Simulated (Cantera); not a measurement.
What does this Cantera script print?

```python
import numpy as np
import cantera as ct

gas_names = """
    H HI HO2 H2 H2O H2O2 I I2 O OH O2 O3
""".split()
cond_names = """
    H2O(s) H2O(L) I2(cr) I2(L)
""".split()


# ... load() reads the species with a 1 bar reference pressure and builds the phases ...
atoms = {
    'HI': {'H': 1, 'I': 1},
    'H2O': {'H': 2, 'O': 1},
    'H2': {'H': 2},
}
top_T = {}  # K; cautious upper limits of use, not melting points


# ... equilibrate(T, P, feed) seeds the gas with the atoms and calls Mixture.equilibrate('TP', solver="vcs", rtol=1e-11, max_steps=5000) ...
results = []
feed = {'HI': 1, 'H2O': 5, 'H2': 0.19}  # mol
P = 13332.2  # Pa
for T in [623, 723, 823, 923, 1023, 1123, 1223, 1323, 1423, 1523, 1623]:
    mix = equilibrate(T, P, feed)
    results.append((T, P, feed, dict(zip(mix.species_names, mix.species_moles))))

top = {s: max(r[3][s] / sum(r[3][g] for g in gas_names) for r in results) for s in gas_names}
cols = sorted((s for s in top if top[s] > 0.001), key=lambda s: -top[s])[:9]
seen = [c for c in cond_names if any(r[3].get(c, 0) > 1e-12 for r in results)]
print("log10 of partial pressures in bar; condensed amounts in mol")
print(f"{'T/K':>10s}" + "".join(f"{s[:9]:>10s}" for s in cols + seen))
for T, P, feed, n in results:
    ng = sum(n[g] for g in gas_names)
    print(f"{T:10.4g}" + "".join(f"{np.log10(max(n[s] / ng * P / 1e5, 1e-99)):10.3f}" for s in cols)
          + "".join(f"{n.get(c, 0):10.4g}" for c in seen))
```

Output:

```
log10 of partial pressures in bar; condensed amounts in mol
       T/K       H2O        HI         I        H2        I2
       623    -0.968    -1.710    -5.172    -2.292    -2.995
       723    -0.968    -1.722    -4.239    -2.269    -2.899
       823    -0.968    -1.737    -3.538    -2.246    -2.839
       923    -0.969    -1.758    -3.001    -2.216    -2.821
      1023    -0.972    -1.795    -2.596    -2.174    -2.861
      1123    -0.976    -1.854    -2.301    -2.120    -2.972
      1223    -0.981    -1.940    -2.097    -2.062    -3.151
      1323    -0.986    -2.051    -1.961    -2.009    -3.380
      1423    -0.990    -2.178    -1.874    -1.967    -3.636
      1523    -0.993    -2.311    -1.819    -1.937    -3.899
      1623    -0.996    -2.444    -1.783    -1.916    -4.157
```

Method: chemical equilibrium by Gibbs-energy minimisation in Cantera with the NASA 1993 tables (ideal gas, pure condensed phases).
